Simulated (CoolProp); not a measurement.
Vapour-liquid equilibrium of isohexane (1) + benzene (2) at 451.8 K; x and y are mole fractions of (1).

The numbers come from the multi-fluid Helmholtz-energy mixture model, Lemmon 2006 and Thol 2012; pair parameters Bell 2016 in CoolProp.

```
x     bubble pressure, mixture model (MPa)  bubble pressure, Raoult's law (MPa)  y, mixture model  y, Raoult's law
----  ------------------------------------  -----------------------------------  ----------------  ---------------
0.05                                 1.055                                1.028             0.087            0.073
0.2                                    ___                                1.102             0.283            0.272
0.35                                 1.273                                1.176             0.433            0.446
0.5                                  1.345                                1.250             0.564            0.599
0.65                                 1.402                                1.325             0.691            0.735
0.8                                    ___                                1.399             0.821            0.857
0.95                                   ___                                1.473             0.954            0.966
```

**Question.** Some entries are withheld; supply them.

**Answer.** 
- 0.2, bubble pressure, mixture model (MPa): 1.181
- 0.8, bubble pressure, mixture model (MPa): 1.449
- 0.95, bubble pressure, mixture model (MPa): 1.487

The largest gap from Raoult's law is +8.2 % in bubble pressure, at x = 0.35. No azeotrope shows between x = 0.05 and 0.95.

The pair parameters rest on a limited set of measurements; away from them the model extrapolates.
